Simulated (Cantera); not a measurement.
Silicon carbide growth: SiH₄ + CH₄ + H₂ + C₂H₂

A closed system holds: 1 mol SiH₄, 0.24 mol CH₄, 2.3 mol H₂, 0.33 mol C₂H₂, equilibrated at 75.0 Torr.

Method: chemical equilibrium by Gibbs-energy minimisation in Cantera with the NASA 1993 tables (ideal gas, pure condensed phases). Candidate condensed phases: C, C₆H₆, C₇H₈, C₈H₁₈, Si, SiC; 87 gas species. Mutual solubility and eutectic melting of coexisting phases are not modelled. Gases not in the tables: Si₂H₆ and higher silanes. Equilibrium is a limit: real reactors are often held back by kinetics, nucleation or transport.

```
T (°C)   x H₂      x H      x Si  x C₂H₂ (acetylene)  n Si(l)  n SiC(s)
------  -----  -------  --------  ------------------  -------  --------
1650    0.997  0.00297  0.000170             7.48e-7   0.0985     0.900
1700    0.995  0.00426  0.000316             1.57e-6   0.0975     0.900
1750    0.993  0.00599  0.000569             3.16e-6   0.0957     0.900
1800    0.990  0.00828  0.000997             6.14e-6   0.0929     0.900
1850    0.986   0.0113   0.00170             1.16e-5   0.0882     0.899
1900    0.981   0.0151   0.00283             2.11e-5   0.0808     0.899
1950    0.974   0.0200   0.00460             3.74e-5   0.0692     0.898
2000    0.965   0.0261   0.00731             6.44e-5   0.0513     0.896
2050    0.952   0.0336    0.0114            0.000108   0.0239     0.893
2100    0.938   0.0428    0.0151            0.000234        0     0.888
2150    0.925   0.0539    0.0162            0.000742        0     0.878
2200    0.907   0.0671    0.0185             0.00194        0     0.855
2250    0.882   0.0825    0.0228             0.00409        0     0.808
```
x: gas mole fraction; n: condensed amount in mol.

From 1650 °C to 2050 °C the condensed part is Si(l) + SiC(s). From 2100 °C to 2250 °C the condensed part is SiC(s). The main Si-bearing gas is Si throughout. The share of Si in condensed phases is highest at 1650 °C (99.9 %) and lowest at 2250 °C (80.8 %).
